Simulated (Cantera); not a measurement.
A perfectly stirred reactor is fed with 4.76 % CH₄, 95.2 % N₂, at 54.0 Torr; it is held at 1950 K, and followed from long to short residence time.

Computed with Cantera and GRI-Mech 3.0 (53 species, 325 reactions). GRI-Mech 3.0 stops at C3 and has no aromatics, soot or wall deposition, so with more carbon than oxygen in the feed, carbon stays in small species such as C2H2 where larger ones or solid carbon would form.

x: mole fraction; the columns are a selection and need not sum to one.

| τ (s) | x CH₄ | x CH₃ | x C₂H | x C₂H₄ | x CH₂ |
|---|---|---|---|---|---|
| 7.2 | 0.000238 | 6.30e-5 | 4.36e-6 | 1.51e-6 | 1.03e-6 |
| 2.3 | ? | ? | ? | ? | ? |
| 0.74 | 0.00115 | 0.000220 | 3.34e-6 | 9.30e-6 | 2.52e-6 |
| 0.24 | 0.00253 | 0.000398 | 2.71e-6 | 3.10e-5 | 3.61e-6 |
| 0.076 | 0.00551 | 0.000709 | 2.10e-6 | 0.000108 | 4.93e-6 |
| 0.024 | 0.0114 | 0.00120 | 1.50e-6 | 0.000350 | 6.25e-6 |
| 0.0078 | 0.0211 | 0.00180 | 9.07e-7 | 0.000923 | 6.95e-6 |
| 0.0025 | 0.0346 | 0.00213 | 3.10e-7 | 0.00144 | 5.70e-6 |
| 0.00080 | 0.0449 | 0.00134 | 2.77e-8 | 0.000410 | 2.05e-6 |
| 0.00026 | 0.0471 | ? | 6.35e-10 | ? | ? |

Question: Some entries are withheld; supply them.

Answer: 
- 2.3, x CH₄: 0.000519
- 2.3, x CH₃: 0.000119
- 2.3, x C₂H: 3.93e-6
- 2.3, x C₂H₄: 3.20e-6
- 2.3, x CH₂: 1.66e-6
- 0.00026, x CH₃: 0.000488
- 0.00026, x C₂H₄: 2.26e-5
- 0.00026, x CH₂: 3.47e-7
